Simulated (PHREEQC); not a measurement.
## Buffer (model solution)

Consider water at 25 °C with 0.0026 mol NaHSO4, 0.017 mol NaF and 0.017 mol KCl per kg of water. Closed to the air; pH follows from the charge balance.

Computed with PHREEQC (ion-association model, phreeqc.dat).

This is a speciation only: nothing precipitates in the calculation.

### Question
What pH does the model give?

### Answer
pH 3.88.

### Question
In which forms is S present?

### Answer
SO4-2 90 %, KSO4- 5.2 %, NaSO4- 4.3 %, HSO4- 0.7 % of the S.
